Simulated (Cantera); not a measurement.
Ignition delay

Mixture: H₂ : O₂ : N₂ = 2.8 : 0.357 : 1.34 (molar parts), equivalence ratio 3.9, at 750 Torr, adiabatic and at constant volume. Ignition delay is the time to a rise of 400 K.

Model: the H2/O2 subset of GRI-Mech 3.0, which has no nitrogen chemistry, integrated in Cantera. Where the delays flatten at high temperature, the 400 K rule measures the pace of heat release, not the induction time.

```tsv
T0 (K)	delay (ms)
1300	0.0414
1375	0.0318
1450	0.0261
1525	0.0228
1600	0.0211
1675	0.0203
1750	0.0204
```
